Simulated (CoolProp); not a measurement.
Aqueous ethanol as a coolant, 16 % by mass, freezing at -8.1 °C, 1 atm.

Computed with CoolProp (Melinder's fits for secondary coolants).

```
T (°C)  cp (kJ/(kg K))  density (kg/m³)  viscosity (mPa s)  conductivity (W/(m K))
------  --------------  ---------------  -----------------  ----------------------
-6.3             4.428                ?               6.38                   0.463
0.2                  ?            979.3               4.43                   0.469
6.7              4.384                ?                  ?                   0.476
13.2             4.359                ?               2.46                   0.483
19.7             4.338            974.2               1.93                   0.490
26.2                 ?            971.7               1.56                   0.497
32.7             4.311            968.8               1.29                   0.503
39.2             4.311                ?                  ?                   0.510
```

Q: Fill in the missing entries.

A: 
- -6.3, density (kg/m³): 980.0
- 0.2, cp (kJ/(kg K)): 4.407
- 6.7, density (kg/m³): 978.1
- 6.7, viscosity (mPa s): 3.23
- 13.2, density (kg/m³): 976.4
- 26.2, cp (kJ/(kg K)): 4.320
- 39.2, density (kg/m³): 965.7
- 39.2, viscosity (mPa s): 1.08
